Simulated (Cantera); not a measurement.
A perfectly stirred reactor is fed with NH₃ : N₂ = 1 : 0.19 (molar parts), at 16.5 Torr; it is held at 1525 K, and followed from long to short residence time.

Model: the gas-phase N/H chemistry of the illustrative SiF4/NH3 mechanism in the Surface Chemkin manual (1991), integrated in Cantera. Walls and surfaces, which speed up NH3 decomposition in real reactors, are not modelled.

### Question
What does this change do: pressure from 16.5 Torr to 0.940 bar?

### Answer
```csv
quantity,before,after
x(NH₃) at τ = 2.00 s,0.833,0.761
x(NH) at τ = 2.00 s,2.29e-7,1.04e-7
x(H) at τ = 2.00 s,3.26e-7,1.78e-6
x(NH₂) at τ = 2.00 s,9.47e-5,4.73e-5
x(H₂) at τ = 2.00 s,0.00611,0.0645
x(NH₃) at τ = 19.0 ms,0.840,0.839
x(NH) at τ = 19.0 ms,2.67e-9,7.34e-8
x(H) at τ = 19.0 ms,1.72e-9,2.21e-8
x(NH₂) at τ = 19.0 ms,8.04e-6,4.98e-5
x(H₂) at τ = 19.0 ms,4.36e-6,0.000664
```

### Question
What does this change do: temperature 1525 to 1950 K?

### Answer
```
quantity                before     after
---------------------  -------  --------
x(NH₃) at τ = 2.00 s     0.833     0.294
x(NH) at τ = 2.00 s    2.29e-7   1.24e-5
x(H) at τ = 2.00 s     3.26e-7  0.000296
x(NH₂) at τ = 2.00 s   9.47e-5  0.000557
x(H₂) at τ = 2.00 s    0.00611     0.445
x(NH₃) at τ = 19.0 ms    0.840     0.827
x(NH) at τ = 19.0 ms   2.67e-9   7.80e-6
x(H) at τ = 19.0 ms    1.72e-9   6.08e-6
x(NH₂) at τ = 19.0 ms  8.04e-6   0.00118
x(H₂) at τ = 19.0 ms   4.36e-6   0.00997
```
